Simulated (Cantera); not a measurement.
Input: 1 mol CH3F, 0.46 mol H2, equilibrated at 750 Torr.

Method: chemical equilibrium by Gibbs-energy minimisation in Cantera with the NASA 1993 tables (ideal gas, pure condensed phases). Candidate condensed phases: C, C6H6, C7H8, C8H18; 95 gas species. Equilibrium is a limit: real reactors are often held back by kinetics, nucleation or transport.

**Question.** At 1152 °C, list the 3 most abundant gas species with their mole fractions, and the condensed phases.

**Answer.** H2 0.592, HF 0.407, CH4 0.00132. Condensed: C(graphite).
